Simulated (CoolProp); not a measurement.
Vapour-liquid equilibrium of propane (1) + n-perfluorobutane (2) at 3.05 °C; x and y are mole fractions of (1).

Computed with CoolProp (multi-fluid Helmholtz-energy mixture model, Lemmon 2009 and Gao 2022; pair parameters Bell 2016).

```tsv
x	bubble pressure (kPa)	y at the bubble point	dew pressure at overall composition x (kPa)	liquid density (mol/L)
0.05	192.4	0.369	130.1	6.763
0.2	342.5	0.672	153.6	7.203
0.35	422.5	0.755	187.1	7.714
0.5	463.1	0.794	238.4	8.331
0.65	488.3	0.824	324.9	9.102
0.8	509.2	0.866	469.2	10.09
0.95	521.9	0.951	521.8	11.38
```

No azeotrope shows between x = 0.05 and 0.95.

Pair parameters are fitted to limited data, so mixtures are less certain than the pure fluids. With so large a gap from Raoult's law the liquid may split in two, which this calculation doesn't test in full.
